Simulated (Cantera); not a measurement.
A closed system holds: 1 mol (CH₃)₂SiCl₂, 0.37 mol HCl, 1 mol H₂, equilibrated at 21.0 mbar.

Equilibrium computed with Cantera from the NASA thermochemical tables; the gas is ideal and each condensed phase is pure. Candidate condensed phases: C, C₆H₆, C₇H₈, C₈H₁₈, Si, SiC; 109 gas species. The feed counts by its element totals alone. Gases not in the tables: Si₂H₆ and higher silanes. Kinetics and transport are ignored.

Over these rows the condensed part is C(graphite) + SiC(s). Partial pressures as log10 of bar:

| T (K) | 1000/T (1/K) | log p Si₂C | log p H₂ | log p HCl | log p SiCl₂ |
|---|---|---|---|---|---|
| 1750 | 0.5714 | -9.64 | -1.92 | -2.07 | -3.43 |
| 1850 | 0.5405 | -8.57 | -1.91 | -2.09 | -3.32 |
| 1950 | 0.5128 | -7.62 | -1.91 | -2.10 | -3.23 |
| 2050 | 0.4878 | ? | -1.91 | -2.12 | -3.15 |
| 2150 | 0.4651 | -5.99 | -1.91 | -2.14 | -3.09 |
| 2250 | 0.4444 | -5.29 | -1.92 | -2.17 | -3.05 |

Task: Fit log p(Si₂C) = a + b·(1000/T) to the five rows, give the apparent enthalpy, and predict the row at 2050 K.

Result: Means: 1000/T = 0.5068, log p = -7.422. Sxy = -0.375910, Sxx = 0.0109775, so b = -34.24 and a = -7.422 − (-34.24)×0.5068 = 9.93.
Apparent enthalpy: −19.145 × (-34.24) = 656 kJ/mol. The condensed phases alone fix this pressure, through 2 SiC(s) = Si₂C(g) + C(graphite), so the slope is that reaction's ΔH° and the other gases don't enter. The five rows lie within 0.01 of the line.
Prediction at 2050 K: 9.93 + (-34.24)×0.4878 = -6.77. The computed value is -6.77, 0.00 from the line.
